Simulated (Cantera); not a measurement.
# Moist CO burnout

A perfectly stirred reactor is fed with 1.83 % CO, 6.49 % O2, 0.274 % H2O, 91.4 % N2, at 1.01 bar; it is held at 1450 K, and followed from long to short residence time.

Model: GRI-Mech 3.0 (53 species, 325 reactions), integrated in Cantera.

```
τ (s)        x CO    x O2    x H2O     x H2     x NO    x HO2
-------  --------  ------  -------  -------  -------  -------
1.1      0.000126  0.0563  0.00274  8.92e-7  8.80e-6  4.25e-7
0.28     0.000318  0.0564  0.00273  2.19e-6  7.13e-6  8.71e-7
0.072    0.000784  0.0565  0.00270  5.30e-6  4.80e-6  1.61e-6
0.018     0.00192  0.0569  0.00265  1.24e-5  2.96e-6  2.70e-6
0.0045    0.00443  0.0578  0.00256  2.55e-5  1.90e-6  3.96e-6
0.0011    0.00922  0.0596  0.00246  3.89e-5  9.92e-7  4.93e-6
0.00029    0.0151  0.0626  0.00252  2.74e-5  1.28e-7  4.59e-6
```
x: mole fraction; the columns are a selection and need not sum to one.
